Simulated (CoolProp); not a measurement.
A single-stage vapour-compression cycle with the fluid: evaporating at 289.15 K (dew point), condensing at 324.15 K (bubble point), superheat 0 K, subcooling 8 K, compressor efficiency 0.65, no pressure losses. The same conditions are run with several fluids, on thermodynamics alone (safety and materials aside).

Values from CoolProp's reference Helmholtz-energy equation of state of each fluid (cyclopentane: Gedanitz 2015; c-C4F8 (RC318): Platzer 1990; n-perfluorobutane: Gao 2022; R410A: Lemmon 2003; R404A: Lemmon 2003; R134a: Tillner-Roth 1994). The equations of Platzer and Polt are older, rougher fits. Blends and air are pseudo-pure fits.

Q: Rank cyclopentane, c-C4F8 (RC318), n-perfluorobutane, R410A, R404A, R134a by cooling COP, highest first.

A: cyclopentane (5.09), R134a (4.69), c-C4F8 (RC318) (4.54), n-perfluorobutane (4.36), R410A (4.30), R404A (4.20)

```csv
fluid,pressure ratio,discharge temperature (K),refrigerating effect (kJ/kg),volumetric capacity (kJ/m³)
cyclopentane,3.66,346.4,363,315
c-C4F8 (RC318),2.87,324.2,77.7,1630
n-perfluorobutane,2.88,324.2,60.2,1280
R410A,2.44,347.3,154,7760
R404A,2.44,335.5,109,5420
R134a,2.68,336.8,147,3600
```

The compression ends wet for: c-C4F8 (RC318); n-perfluorobutane.
